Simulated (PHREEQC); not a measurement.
A PHREEQC input (ion-association model, phreeqc.dat):

```
SOLUTION 1
  temp 20
  units mg/kgw
  pH 8.47
  pe 10
  Na 13.5
  K 0.009 charge
  Ca 36.9
  Mg 0.186
  Cl 31.1
  S(6) 24.9 as SO4
  Alkalinity 65.5 as HCO3
  Li 0.0851
  Ba 0.129
END
USE solution 1
EQUILIBRIUM_PHASES 1
  Quartz 0 0.5
  CO2(g) -3.4 10
END
```

The run finishes without an error or a warning.

Its last state differs from that of the intended input:

```
quantity                   as run  intended
------------------------  -------  --------
ionic strength (mol/kgw)  0.00354   0.00353
KSO4- (mol/kgw)           1.30e-8  2.71e-10
```

### Question
One thing in the input isn't as intended. What explains the difference?

### Answer
One answer among several that fit: The fault: charge balance asked on the minor ion K. The line should read `K 0.009` where the input has `K 0.009 charge`.
